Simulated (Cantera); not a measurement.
Feed: 1 mol CuO, 1.2 mol H₂, 1.7 mol H₂O, at 1877 °C and 110 Pa.

These are equilibrium values from Cantera (NASA tables, ideal gas, pure condensed phases), not measurements of a reactor. Candidate condensed phases: Cu, CuO, Cu(OH)₂, Cu₂O, H₂O; 12 gas species. Rates play no part.

Base state: H₂O 0.565, Cu 0.240, H₂ 0.0956, H 0.0393, OH 0.0300, O₂ 0.0218, O 0.00869, CuO 0.000109 (mole fractions); condensed: gas only.

**Question.** What changes in the equilibrium state with this change: temperature from 1877 °C to 1325 °C?

**Answer.** 
```csv
species,before,after
H₂O,0.565,0.898
H₂,0.0956,0.0664
Cu,0.240,0.0351
H,0.0393,0.000414
O₂,0.0218,6.97e-6
OH,0.0300,0.000218
O,0.00869,1.13e-6
CuO,0.000109,5.31e-7
Cu₂,2.66e-5,2.48e-5
"Cu(l), mol",0,0.894
```

**Question.** What changes in the equilibrium state with this change: H₂ from 1.2 to 180 mol?

**Answer.** 
```csv
species,before,after
H₂,0.0956,0.863
H,0.0393,0.118
H₂O,0.565,0.0136
Cu,0.240,0.00515
O₂,0.0218,1.56e-7
OH,0.0300,0.000241
CuO,0.000109,6.30e-9
Cu₂,2.66e-5,1.23e-8
O,0.00869,2.33e-5
```
